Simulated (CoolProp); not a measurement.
Vapour-liquid equilibrium of p-xylene (1) + n-undecane (2) at 4.02 bar; x and y are mole fractions of (1).

Values from CoolProp's multi-fluid Helmholtz-energy mixture model, Zhou 2012 and Aleksandrov 2011; pair parameters Bell 2016.

**Question.** Give the bubble temperature and the first vapour's composition at x = 0.05, 0.2, 0.35. Is there an azeotrope?

**Answer.** x = 0.05: 530.4 K, y = 0.106; x = 0.2: 518.4 K, y = 0.377; x = 0.35: 507.5 K, y = 0.582. No azeotrope shows between x = 0.05 and 0.95.

The pair parameters rest on a limited set of measurements; away from them the model extrapolates.
